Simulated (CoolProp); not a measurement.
Vapour-liquid equilibrium of R13 (1) + isobutane (2) at 185 K; x and y are mole fractions of (1).

Values from CoolProp's multi-fluid Helmholtz-energy mixture model, Platzer 1990 and Bücker 2006; pair parameters Bell 2016. This equation is an older, rougher fit; its heat capacities, sound speeds and derivatives of the liquid may be far off and weren't checked against measurements.

Task: Give the bubble pressure and the first vapour's composition at x = 0.15, 0.45, 0.65. Is there an azeotrope?

Result: x = 0.15: 22.12 kPa, y = 0.954; x = 0.45: 43.72 kPa, y = 0.982; x = 0.65: 52.10 kPa, y = 0.988. No azeotrope shows between x = 0.05 and 0.95.

Pair parameters are fitted to limited data, so mixtures are less certain than the pure fluids. With so large a gap from Raoult's law the liquid may split in two, which this calculation doesn't test in full.
